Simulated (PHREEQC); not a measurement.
# Spent oxide etchant: an equilibrium model

Solution (25 °C): 0.0015 mol HF, 0.022 mol H2SiF6, 5.1e-05 mol HBF4 and 0.032 mol H2SO4 per kg of water. Closed to the air; pH follows from the charge balance.

All values are PHREEQC results (ion-association model, phreeqc.dat), not measurements.

This is a speciation only: nothing precipitates in the calculation.

Estimate the pH, ionic strength, density.

pH 1.17; ionic strength 0.111 mol/kgw; density 1.001 g/cm³.

In which forms is F present?

SiF6-2 94 %, HF 5.8 % of the F.

Saturation is exceeded, for instance for Quartz (slow to form), Chalcedony (slow to form); the values hold only as long as no solid forms. Species that the database lacks are ignored. SiF6-2 is the database's only silicon fluoride. Real BF4- forms and hydrolyses slowly; the run takes it at equilibrium.
